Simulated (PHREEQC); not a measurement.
Make-up at 25 °C: 0.06 mol CuSO4, 0.25 mol H2SO4 and 3.7e-05 mol FeCl3 per kg of water. Closed to the air; pH follows from the charge balance.

Computed with PHREEQC (ion-association model, phreeqc.dat).

This is a speciation only: nothing precipitates in the calculation.

Question: What pH does the model give?

Answer: pH 0.71.

Question: In which forms is Cl present?

Answer: Cl- 97 %, CuCl+ 2.8 % of the Cl.
